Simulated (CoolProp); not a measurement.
Properties of octamethylcyclotetrasiloxane (D4) along the isotherm 360.7 K.

Values from CoolProp's reference Helmholtz-energy equation of state, Thol 2015.

| p (MPa) | phase | density (kg/m³) | Joule-Thomson coefficient (K/MPa) | isothermal compressibility (1/MPa) | expansivity (1/kK) | fugacity coefficient |
|---|---|---|---|---|---|---|
| 0.337 | liquid | 878.8 | -0.3267 | 0.002624 | 1.349 | 0.01562 |
| 0.674 | liquid | 879.6 | -0.3285 | 0.002596 | 1.341 | 0.008111 |
| 1.01 | liquid | 880.4 | -0.3301 | 0.002570 | 1.333 | 0.005621 |
| 1.35 | liquid | 881.1 | -0.3318 | 0.002544 | 1.325 | 0.004369 |
| 1.68 | liquid | 881.9 | -0.3334 | 0.002519 | 1.317 | 0.003643 |
| 2.02 | liquid | 882.6 | -0.3350 | 0.002494 | 1.309 | 0.003148 |
| 2.36 | liquid | 883.4 | -0.3365 | 0.002469 | 1.302 | 0.002799 |
| 2.69 | liquid | 884.1 | -0.3380 | 0.002446 | 1.295 | 0.002548 |
| 3.03 | liquid | 884.8 | -0.3395 | 0.002422 | 1.287 | 0.002350 |
| 3.37 | liquid | 885.6 | -0.3410 | 0.002399 | 1.280 | 0.002194 |
